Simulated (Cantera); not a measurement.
Feed: 1 mol HBr, 0.085 mol O2, 33 mol N2, equilibrated at 2602 °C and 100000 Pa.

Equilibrium computed with Cantera from the NASA thermochemical tables; the gas is ideal and each condensed phase is pure. Candidate condensed phases: Br2, H2O; 27 gas species. Rates play no part.

Base state: N2 0.952, Br 0.0259, H 0.00834, H2 0.00622, HBr 0.00292, H2O 0.00215, NO 0.000974, OH 0.000864 (mole fractions); condensed: gas only.

Question: What changes in the equilibrium state with this change: O2 from 0.085 to 0.017 mol?

Answer: 
| species | before | after |
|---|---|---|
| N2 | 0.952 | 0.953 |
| Br | 0.0259 | 0.0257 |
| H | 0.00834 | 0.00925 |
| H2O | 0.00215 | 0.000486 |
| H2 | 0.00622 | 0.00764 |
| O2 | 9.94e-5 | 3.38e-6 |
| O | 0.000722 | 0.000133 |
| NO | 0.000974 | 0.000180 |
| OH | 0.000864 | 0.000177 |
| HBr | 0.00292 | 0.00320 |
